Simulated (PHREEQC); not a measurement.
Dissolve 0.00021 mol/kgw H2S and 0.069 mol/kgw ZnCl2 at 25 °C. Closed to the air; pH follows from the charge balance.

Model: ion-association model, wateq4f.dat, run in PHREEQC.

```tsv
quantity	before	after
pH	3.78	4.07
ionic strength (mol/kgw)	0.191	0.140
Zn+2 (mol/kgw)	0.0613	0.0350
H2S (mol/kgw)	3.42e-6	2.23e-6
ZnOH+ (mol/kgw)	1.79e-7	2.16e-7
HS- (mol/kgw)	3.47e-9	4.23e-9
SI of ZnS(a) (ZnS)	+2.53	+2.72
SI of Zincite(c) (ZnO)	-5.27	-4.89
```

Problem. What was changed between the two runs?
A. H2S from 0.00021 to 0.000189 mol/kgw
B. temperature from 25 to 90 °C
C. diluted 100-fold with water
D. ZnCl2 replaced by ZnSO4 at the same molality

Solution. D, ZnCl2 replaced by ZnSO4 at the same molality

No solid was allowed to form. Some of these states are supersaturated (in ZnS(a), Sphalerite (slow to form), for instance).
